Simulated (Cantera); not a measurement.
A closed system holds: 1 mol SiC, 0.76 mol O₂, 5.8 mol N₂, equilibrated at 0.0133 bar.

Cantera equilibrium calculation (NASA polynomials, part measured and part estimated; ideal gas, pure solids and liquids). Candidate condensed phases: C, Si, SiC, SiO₂, Si₂N₂O, Si₃N₄; 34 gas species. Mutual solubility and eutectic melting of coexisting phases are not modelled. The tables hold silica as quartz up to 1696 K and as liquid above; real silica turns to tridymite and cristobalite and melts near 1996 K. The numbers say what is thermodynamically allowed, not how fast it happens.

Task: What share of the Si ends up in condensed phases as a function of T (°C), at 1277, 1327, 1377, 1427, 1477, 1527, 1577, 1627, 1677, 1727, 1777, 1827, 1877?

Result: 
| T (°C) | Si condensed (%) | as |
|---|---|---|
| 1277 | 98.3 | SiO₂(β-quartz) + Si₂N₂O(s) |
| 1327 | 96.0 | Si₂N₂O(s) |
| 1377 | 96.0 | Si₂N₂O(s) |
| 1427 | 93.2 | SiC(s) + Si₂N₂O(s) |
| 1477 | 80.2 | SiC(s) + Si₂N₂O(s) |
| 1527 | 45.6 | SiC(s) + Si₂N₂O(s) |
| 1577 | 23.9 | SiC(s) |
| 1627 | 23.8 | SiC(s) |
| 1677 | 23.6 | SiC(s) |
| 1727 | 23.2 | SiC(s) |
| 1777 | 22.4 | SiC(s) |
| 1827 | 20.9 | SiC(s) |
| 1877 | 18.2 | SiC(s) |
